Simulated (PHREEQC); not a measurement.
Dissolve 0.015 mol KOH, 0.015 mol Fe(NO3)3 and 0.0019 mol CuSO4 per kg of water at 25 °C. Closed to the air; pH follows from the charge balance.

Equilibrium calculation in PHREEQC: ion-association model, wateq4f.dat.

Each row changes one thing in this solution. This is a speciation only: nothing precipitates in the calculation.

```csv
case,pH,ionic strength (mol/kgw),FeOH+2 (mol/kgw),Fe2(OH)2+4 (mol/kgw),Fe3(OH)4+5 (mol/kgw),SO4-2 (mol/kgw),SI of Goethite (FeOOH),SI of Jarosite-K (KFe3(SO4)2(OH)6)
as made,3.12,0.0857,0.00325,0.00193,0.00186,0.000959,+6.53,+7.67
CuSO4 replaced by NiSO4 at the same molality,3.12,0.0857,0.00325,0.00193,0.00187,0.000963,+6.53,+7.67
Fe(NO3)3 from 0.015 to 0.0135 mol/kgw,3.35,0.0780,0.00284,0.00140,0.00195,0.00120,___,+8.45
temperature from 25 to 45 °C,3.00,0.0783,0.00499,0.00215,0.000906,0.000931,+6.68,___
0.0023 mol/kgw Li2SO4 added,3.23,0.0885,0.00299,0.00167,0.00195,0.00242,+6.72,+8.68
```

### Question
Complete the blanks.

### Answer

- Fe(NO3)3 from 0.015 to 0.0135 mol/kgw, SI of Goethite (FeOOH): +6.95
- temperature from 25 to 45 °C, SI of Jarosite-K (KFe3(SO4)2(OH)6): +7.86

Some of these states are supersaturated (in Jarosite-K, Fe(OH)3(a), Hematite (slow to form), for instance). Away from 25 °C the constants follow the database's enthalpies or fits; those with neither stay at their 25 °C values.
